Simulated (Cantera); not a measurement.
Charge: 1 mol CsCl, 0.15 mol HCl, 20 mol H2, at 1.33 mbar.

Method: chemical equilibrium by Gibbs-energy minimisation in Cantera with the NASA 1993 tables (ideal gas, pure condensed phases). Candidate condensed phases: Cs, CsCl; 9 gas species. The numbers say what is thermodynamically allowed, not how fast it happens.

Which condensed phases are stable at each of these points (T (K)): 848, 873, 898, 923, 948, 973, 998, 1023?


| T (K) | condensed phases | Cs condensed (%) |
|---|---|---|
| 848 | CsCl(s) | 53.1 |
| 873 | gas only | 0.0 |
| 898 | gas only | 0.0 |
| 923 | gas only | 0.0 |
| 948 | gas only | 0.0 |
| 973 | gas only | 0.0 |
| 998 | gas only | 0.0 |
| 1023 | gas only | 0.0 |

At 848 K the condensed part is CsCl(s). From 873 K to 1023 K nothing is condensed.
